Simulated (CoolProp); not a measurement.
A simple Rankine cycle with R236FA: condensing at 299.15 K, boiler at 2.18 MPa, turbine inlet 399 K, turbine efficiency 0.65, pump efficiency 0.8, no recuperator. Each further row changes one setting.

Computed with CoolProp (reference Helmholtz-energy equation of state, Pan 2012).

```
case                             thermal efficiency (%)  net work (kJ/kg)  heat in (kJ/kg)  turbine exit temperature (K)  volume ratio over the turbine
-------------------------------  ----------------------  ----------------  ---------------  ----------------------------  -----------------------------
as stated                                           9.8              20.9              214                           [?]                           9.21
condensing temperature 291.15 K                     [?]               [?]              [?]                         347.7                           12.1
boiler pressure 1.53 MPa                            8.5              19.0              224                         364.7                           5.86
turbine efficiency 0.55                             8.2              17.5              214                           [?]                           9.32
```

### Question
What belongs in the gaps?

### Answer

- as stated, turbine exit temperature (K): 351.9
- condensing temperature 291.15 K, thermal efficiency (%): 10.8
- condensing temperature 291.15 K, net work (kJ/kg): 24.0
- condensing temperature 291.15 K, heat in (kJ/kg): 223
- turbine efficiency 0.55, turbine exit temperature (K): 355.7
